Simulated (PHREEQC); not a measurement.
Consider water at 25 °C with 0.058 mol H2SO4, 0.0024 mol KNO3 and 0.018 mol CO2 per kg of water. Closed to the air; pH follows from the charge balance.

Equilibrium calculation in PHREEQC: ion-association model, phreeqc.dat.

```json
[
 {"quantity": "pH", "before": "1.22", "after": "1.81"},
 {"quantity": "ionic strength (mol/kgw)", "before": "0.0902", "after": "0.0258"},
 {"quantity": "HSO4- (mol/kgw)", "before": "0.0430", "after": "0.00566"},
 {"quantity": "SO4-2 (mol/kgw)", "before": "0.0149", "after": "0.00589"},
 {"quantity": "K+ (mol/kgw)", "before": "0.00231", "after": "0.00235"},
 {"quantity": "KSO4- (mol/kgw)", "before": "9.06e-5", "after": "5.27e-5"}
]
```

Q: What was changed between the two runs?
A) H2SO4 from 0.058 to 0.0116 mol/kgw
B) H2SO4 from 0.058 to 0.0522 mol/kgw
C) diluted 2-fold with water
D) diluted 10-fold with water

A: A, H2SO4 from 0.058 to 0.0116 mol/kgw

This is a speciation only: nothing precipitates in the calculation.
